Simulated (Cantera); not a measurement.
**Gas-phase reforming**

A perfectly stirred reactor is fed with 70.4 % CH4, 29.6 % H2O, at 1.10 bar; it is held at 1450 K, and followed from long to short residence time.

Detailed kinetics in Cantera: GRI-Mech 3.0 (53 species, 325 reactions). GRI-Mech 3.0 stops at C3 and has no aromatics, soot or wall deposition, so with more carbon than oxygen in the feed, carbon stays in small species such as C2H2 where larger ones or solid carbon would form.

```
τ (s)   x CH4  x H2O    x C2H6    x C2H2   x CH2CO     x OH
------  -----  -----  --------  --------  --------  -------
19      0.199  0.143  0.000178    0.0912   8.97e-6  4.14e-8
7.6     0.223  0.179  0.000192     0.101   1.26e-5  5.00e-8
3.1     0.277  0.208  0.000222    0.0997   1.48e-5  5.41e-8
1.2     0.376  0.236  0.000332    0.0815   1.47e-5  5.71e-8
0.50    0.483  0.257  0.000566    0.0559   1.25e-5  6.24e-8
0.20    0.579  0.275  0.000942    0.0302   8.35e-6  6.98e-8
0.081   0.643  0.286   0.00133    0.0124   3.89e-6  7.63e-8
0.033   0.678  0.292   0.00150   0.00345   9.96e-7  7.83e-8
0.013   0.695  0.295   0.00127  0.000538   9.92e-8  7.27e-8
0.0053  0.701  0.296  0.000780   5.39e-5   5.04e-9  6.12e-8
0.0022  0.703  0.296  0.000372   4.37e-6  1.78e-10  4.93e-8
```
x: mole fraction; the columns are a selection and need not sum to one.
